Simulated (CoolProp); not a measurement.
The fluid at 375 K and 1.54 MPa flows at 0.46 m/s in a round tube of 100 mm bore and 45 µm roughness, fully developed (64/Re and Nu = 3.66 if laminar; Colebrook and Gnielinski if turbulent). The same conditions are run with several fluids, on thermodynamics alone (safety and materials aside).

Computed with CoolProp (reference Helmholtz-energy equation of state of each fluid (R11: Jacobsen 1992; toluene: Lemmon 2006; n-decane: Lemmon 2006; n-octane: Beckmüller 2019; n-nonane: Lemmon 2006)).

```
fluid     Reynolds number  Darcy friction factor  pressure drop (Pa/m)  heat-transfer coefficient (W/(m² K))  mass flow (kg/h)
--------  ---------------  ---------------------  --------------------  ------------------------------------  ----------------
R11                269000                 0.0181                  24.4                                   757             16600
toluene               ___                    ___                  16.2                                   ___             10300
n-decane            84300                 0.0206                  14.6                                   657              8690
n-octane           119000                 0.0197                   ___                                   ___              8270
n-nonane            97200                 0.0202                   ___                                   ___              8510
```

**Question.** What belongs in the gaps?

**Answer.** 
- toluene, Reynolds number: 135000
- toluene, Darcy friction factor: 0.0194
- toluene, heat-transfer coefficient (W/(m² K)): 797
- n-octane, pressure drop (Pa/m): 13.2
- n-octane, heat-transfer coefficient (W/(m² K)): 735
- n-nonane, pressure drop (Pa/m): 14.0
- n-nonane, heat-transfer coefficient (W/(m² K)): 691

Transport values come from each fluid's own correlations; those of R11 are estimates that may be off by 10 % or more.
